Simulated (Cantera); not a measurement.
Input: 1 mol Si3N4, 0.022 mol CO2, 50 mol N2, at 900 °C.

These are equilibrium values from Cantera (NASA tables, ideal gas, pure condensed phases), not measurements of a reactor. Candidate condensed phases: C, Si, SiC, SiO2, Si2N2O, Si3N4; 34 gas species. Mutual solubility and eutectic melting of coexisting phases are not modelled. Kinetics and transport are ignored.

x: gas mole fraction; n: condensed amount in mol.

```tsv
P (Pa)	x N2	x CO	x SiO	x Si	n SiC(s)	n Si2N2O(s)	n Si3N4(s)	n C(graphite)
0.100	1.000	1.57e-5	7.26e-6	?	0.0212	0.0429	0.964	0
1.50	1.000	1.57e-5	1.96e-7	?	0.0212	0.0432	0.964	0
22	1.000	1.57e-5	5.47e-9	?	0.0212	0.0432	0.964	0
320	1.000	2.68e-6	1.54e-10	<1e-12	0	0.0439	0.971	0.0219
4600	1.00	4.53e-7	4.41e-12	<1e-12	0	0.0440	0.971	0.0220
68000	1.00	7.51e-8	<1e-12	<1e-12	0	0.0440	0.971	0.0220
1000000	1.00	1.25e-8	<1e-12	<1e-12	0	0.0440	0.971	0.0220
```

### Question
Complete the blanks.

### Answer

- 0.100, x Si: 2.63e-8
- 1.50, x Si: 2.89e-10
- 22, x Si: 3.28e-12
